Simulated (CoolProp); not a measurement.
Saturated liquid density (kg/m³) of normal hydrogen: the reference equation beside estimates from Tc = -240.0 °C, pc = 1296 kPa, ω = -0.219.

Computed with CoolProp (reference Helmholtz-energy equation of state, Leachman 2009).

```
T (°C)   reference  Soave-Redlich-Kwong  Peng-Robinson
-------  ---------  -------------------  -------------
-253.65      71.81                80.48          90.57
-252.25      70.23                77.58          87.36
-250.75      68.38                74.28          83.67
-249.35      66.49                70.97          79.95
-247.85      64.23                67.13          75.62
-246.45      61.86                63.22          71.15
-244.95      58.92                58.55          65.79
-243.55      55.62                53.57          60.03
-242.05      51.02                47.10          52.50
-240.65      43.92                38.54          42.51
```

Absolute difference from the reference over all 10 rows, mean and median: Soave-Redlich-Kwong 6.9 and 7.2 %, Peng-Robinson 15.2 and 16.4 %.
